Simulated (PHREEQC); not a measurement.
Solution (25 °C): 180 mmol/kgw H2SO4, 46 mmol/kgw ZnSO4 and 57 mmol/kgw MnSO4. Closed to the air; pH follows from the charge balance.

All values are PHREEQC results (ion-association model, wateq4f.dat), not measurements.

```
quantity                  before   after
------------------------  ------  ------
pH                          0.89    0.58
ionic strength (mol/kgw)   0.415   0.612
SO4-2 (mol/kgw)           0.0473  0.0511
```

Q: Which change was made?
A) MnSO4 left out
B) H2SO4 from 0.18 to 0.36 mol/kgw
C) ZnSO4 from 0.046 to 0.069 mol/kgw
D) ZnSO4 left out
E) temperature from 25 to 60 °C

A: B, H2SO4 from 0.18 to 0.36 mol/kgw

Precipitation was switched off in this run.
